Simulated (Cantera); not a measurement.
# SiCl₄ + CH₄ + H₂ + C₂H₄ (silicon carbide growth)

Input: 1 mol SiCl₄, 0.034 mol CH₄, 520 mol H₂, 0.0086 mol C₂H₄, held at 2098 K and 133 Pa.

Cantera equilibrium calculation (NASA polynomials, part measured and part estimated; ideal gas, pure solids and liquids). Candidate condensed phases: C, C₆H₆, C₇H₈, C₈H₁₈, Si, SiC; 109 gas species. The numbers say what is thermodynamically allowed, not how fast it happens.

```
Quantity                                   Result
--------------------------------------  ---------
x(H₂)                                       0.910
x(H)                                       0.0804
x(HCl)                                    0.00688
x(Si)                                     0.00178
x(Cl)                                    0.000447
x(C₂H₂ (acetylene))                       4.16e-5
x(SiH)                                    3.37e-5
x(SiCl)                                   8.86e-6
x(SiC₂)                                   3.63e-6
gas amount                              545.1 mol
log10 activity of C(graphite) (absent)      -0.75
log10 activity of Si(l) (absent)            -1.74
```
